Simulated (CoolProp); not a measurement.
Saturated liquid density (kg/m³) of R142b: the reference equation beside estimates from Tc = 410.3 K, pc = 4055 kPa, ω = 0.232.

The numbers come from the reference Helmholtz-energy equation of state, Lemmon 2006 in CoolProp. It is a short technical equation, of lower accuracy than the large ones.

| T (K) | reference | Redlich-Kwong | Soave-Redlich-Kwong |
|---|---|---|---|
| 260.6 | 1200 | 1052 | 1084 |
| 266 | 1188 | 1040 | 1073 |
| 271.4 | 1176 | 1028 | 1061 |
| 276.9 | 1163 | 1014 | 1049 |
| 282.3 | 1150 | 1001 | 1036 |
| 287.7 | 1137 | 987.2 | 1023 |
| 293.1 | 1124 | 973.1 | 1010 |
| 298.6 | 1110 | 958.3 | 995.5 |
| 304 | 1096 | 943.3 | 981.0 |
| 309.4 | 1082 | 927.9 | 966.0 |

Absolute difference from the reference over all 10 rows, mean and median: Redlich-Kwong 13.2 and 13.1 %, Soave-Redlich-Kwong 10.1 and 10.0 %.
